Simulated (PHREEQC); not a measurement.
Solution (70 °C): 0.04 mol KHCO3, 0.0018 mol Na2CO3 and 0.0015 mol NaCl per kg of water. Closed to the air; pH follows from the charge balance.

The numbers come from PHREEQC with the ion-association model, phreeqc.dat.

Precipitation was switched off in this run.

**Question.** Order these C species by the share of C that they hold, largest first: NaHCO3, CO2, NaCO3-, CO3-2, HCO3-.

**Answer.** HCO3- (95 %), CO3-2 (3.7 %), NaCO3- (1.0 %), CO2 (0.54 %), NaHCO3 (0.13 %)

**Question.** Order these Na species by the share of Na that they hold, largest first: NaHCO3, NaCO3-, Na+.

**Answer.** Na+ (90 %), NaCO3- (8.5 %), NaHCO3 (1.1 %)

The pH is 8.46 and the ionic strength 0.0461 mol/kgw. Species that the database lacks are ignored. Constants without temperature data keep their 25 °C values here.
